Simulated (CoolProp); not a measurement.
Saturation properties of propylene glycol.

Values from CoolProp's reference Helmholtz-energy equation of state, Eisenbach 2021.

```csv
T (K),p (kPa),liquid density (kg/m³),vapour density (kg/m³),enthalpy of vaporisation (kJ/kg),liquid cp (kJ/(kg K))
422.7,27.04,929.5,0.5898,739.3,3.171
428.8,33.99,923.8,0.7319,733.1,(withheld)
434.9,42.39,918.1,0.9015,727.0,3.235
440.9,52.29,(withheld),1.099,720.8,3.267
447,64.28,906.4,1.335,714.5,3.299
453.1,78.47,(withheld),1.612,708.2,3.332
459.1,94.88,894.4,1.928,701.8,3.364
465.2,114.4,888.2,2.301,695.3,3.396
471.3,137.1,881.9,2.731,(withheld),3.429
477.3,162.9,875.6,3.216,682.1,3.462
483.4,193.1,869.0,3.779,675.2,3.495
489.4,227.1,862.5,4.409,(withheld),3.529
495.5,266.6,855.7,5.136,661.2,3.563
```

Q: Complete the blanks.

A: 
- 428.8, liquid cp (kJ/(kg K)): 3.203
- 440.9, liquid density (kg/m³): 912.3
- 453.1, liquid density (kg/m³): 900.4
- 471.3, enthalpy of vaporisation (kJ/kg): 688.7
- 489.4, enthalpy of vaporisation (kJ/kg): 668.4

It boils at 461.2 K under 1 atm.
